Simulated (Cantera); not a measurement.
A closed system holds: 1 mol C₂F₆, 0.0076 mol CH₄, 1 mol H₂, 0.59 mol HCl, held at 2550 °C and 10.0 mbar.

Equilibrium computed with Cantera from the NASA thermochemical tables; the gas is ideal and each condensed phase is pure. Candidate condensed phases: C, C₆H₆, C₇H₈, C₈H₁₈; 118 gas species. The feed counts by its element totals alone. The numbers say what is thermodynamically allowed, not how fast it happens.

Problem. What is the equilibrium state?

Solution. 
| Quantity | Value |
|---|---|
| x(F) | 0.435 |
| x(HF) | 0.402 |
| x(Cl) | 0.0908 |
| x(CF) | 0.0340 |
| x(CF₂) | 0.0288 |
| x(C₃) | 0.00418 |
| x(H) | 0.00320 |
| x(C) | 0.000846 |
| x(HCl) | 0.000536 |
| n(C(graphite)) | 1.51 mol |
| gas amount | 6.459 mol |
